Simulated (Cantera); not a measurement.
Mixture: 6.33 % CH4, 13.5 % O2, 75.4 % N2, 4.81 % H2O, at 36000 Pa, adiabatic and at constant volume. Ignition delay is the time to a rise of 400 K.

Detailed kinetics in Cantera: GRI-Mech 3.0 (53 species, 325 reactions).

### Question
Predict: delay at 1323 K; delay at 1398 K; delay at 1473 K; delay at 1548 K; delay at 1623 K; apparent activation energy between 1473 and 1623 K.

### Answer
```
Item                                                     Value
--------------------------------------------------  ----------
delay at 1323 K                                        28.8 ms
delay at 1398 K                                        11.2 ms
delay at 1473 K                                        4.78 ms
delay at 1548 K                                        2.27 ms
delay at 1623 K                                        1.19 ms
apparent activation energy between 1473 and 1623 K  180 kJ/mol
```
